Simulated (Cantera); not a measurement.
**Thermodynamics of carbon deposition, reforming and gasification, feed C₃H₆ + H₂O**

Input: 1 mol C₃H₆, 0.046 mol H₂O, equilibrated at 0.0820 bar.

These are equilibrium values from Cantera (NASA tables, ideal gas, pure condensed phases), not measurements of a reactor. Candidate condensed phases: C, C₆H₆, C₇H₈, C₈H₁₈, H₂O; 131 gas species. Ions and electrons are included (thermal ionisation). Kinetics and transport are ignored.

| T (K) | log p H₂ | log p H | log p C | log p C₃ | log p C₂ | log p C₂H₂ (acetylene) | log p C₂H | log p CO | n C(graphite) |
|---|---|---|---|---|---|---|---|---|---|
| 2500 | -1.14 | -2.17 | -6.78 | -6.30 | -7.34 | -3.10 | -5.28 | -2.93 | 2.89 |
| 2750 | -1.21 | -1.77 | -5.42 | -4.77 | -5.79 | -2.76 | -4.26 | -2.96 | 2.80 |
| 3000 | -1.35 | -1.48 | -4.30 | -3.51 | -4.50 | -2.56 | -3.45 | -3.02 | 2.59 |
| 3250 | -1.63 | -1.31 | -3.34 | -2.44 | -3.41 | -2.55 | -2.85 | -3.11 | 1.65 |
| 3500 | -2.03 | -1.25 | -2.70 | -2.06 | -2.83 | -3.05 | -2.76 | -3.22 | 0 |
| 3750 | -2.42 | -1.21 | -2.29 | -2.15 | -2.62 | -3.81 | -3.00 | -3.27 | 0 |
| 4000 | -2.83 | -1.21 | -1.97 | -2.36 | -2.51 | -4.62 | -3.32 | -3.31 | 0 |
| 4250 | -3.23 | -1.23 | -1.75 | -2.75 | -2.55 | -5.51 | -3.75 | -3.34 | 0 |
| 4500 | -3.58 | -1.25 | -1.65 | -3.34 | -2.75 | -6.46 | -4.31 | -3.37 | 0 |
| 4750 | -3.87 | -1.26 | -1.60 | -4.04 | -3.05 | -7.41 | -4.90 | -3.38 | 0 |
| 5000 | -4.13 | -1.26 | -1.59 | -4.73 | -3.35 | -8.30 | -5.48 | -3.38 | 0 |
log p: log10 of the partial pressure in bar; n: condensed amount in mol.

From 2500 K to 3250 K the condensed part is C(graphite). From 3500 K to 5000 K nothing is condensed. The main C-bearing gas is C₂H₂ (acetylene) at 2500 K and C at 5000 K.
